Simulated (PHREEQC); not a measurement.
Dissolve 0.0071 mol HBF4 and 0.0011 mol TMAH per kg of water at 25 °C. Closed to the air; pH follows from the charge balance.

Equilibrium calculation in PHREEQC: ion-association model, wateq4f.dat.

The pH is 2.30 and the ionic strength is 0.00656 mol/kgw. The total alkalinity is -27.3 meq/kg.

```tsv
species	molality	activity	log γ
H+	0.00546	0.00506	-0.033
BF4-	0.00533	0.00488	-0.039
HF	0.00478	0.00479	0.001
H3BO3	0.00124	0.00124	0.001
(CH3)4N+	0.00110	0.00101	-0.037
F-	0.000689	0.000631	-0.038
BF3OH-	0.000410	0.000375	-0.039
BF2(OH)2-	0.000117	0.000107	-0.039
H2F2	5.96e-5	5.97e-5	0.001
HF2-	1.26e-5	1.16e-5	-0.038
```

No solid was allowed to form. (CH3)4N+ isn't in the database: it is added as a free cation with an ion size of 4 Å. Real BF4- forms and hydrolyses slowly; the run takes it at equilibrium.
